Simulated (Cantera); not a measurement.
A perfectly stirred reactor is fed with H2 : O2 : N2 = 15 : 1 : 6 (molar parts), equivalence ratio 7.5, at 0.500 bar; it is held at 1375 K, and followed from long to short residence time.

Model: the H2/O2 subset of GRI-Mech 3.0, which has no nitrogen chemistry, integrated in Cantera. The temperature is held fixed by assumption; the heat of reaction is taken as removed at once.

x: mole fraction; the columns are a selection and need not sum to one.

| τ (s) | x H2 | x O2 | x O | x H2O2 | x H | x OH |
|---|---|---|---|---|---|---|
| 12 | 0.619 | 6.17e-6 | 1.65e-9 | 3.14e-10 | 0.000338 | 9.37e-7 |
| 3.0 | 0.619 | 1.24e-5 | 6.58e-9 | 5.58e-10 | 0.000674 | 1.87e-6 |
| 0.75 | 0.618 | 2.49e-5 | 2.63e-8 | 8.97e-10 | 0.00134 | 3.73e-6 |
| 0.19 | 0.617 | 4.98e-5 | 1.03e-7 | ___ | 0.00264 | 7.38e-6 |
| 0.046 | 0.615 | 0.000103 | 4.25e-7 | ___ | 0.00528 | 1.49e-5 |
| 0.012 | 0.611 | 0.000207 | 1.61e-6 | ___ | 0.0100 | 2.87e-5 |
| 0.0029 | 0.604 | 0.000446 | 6.53e-6 | ___ | 0.0191 | 5.65e-5 |
| 0.00071 | 0.593 | 0.00101 | 2.55e-5 | ___ | 0.0336 | 0.000108 |

Problem. What belongs in the gaps?

Solution. 
- 0.19, x H2O2: 1.30e-9
- 0.046, x H2O2: 1.76e-9
- 0.012, x H2O2: 2.29e-9
- 0.0029, x H2O2: 3.18e-9
- 0.00071, x H2O2: 4.92e-9
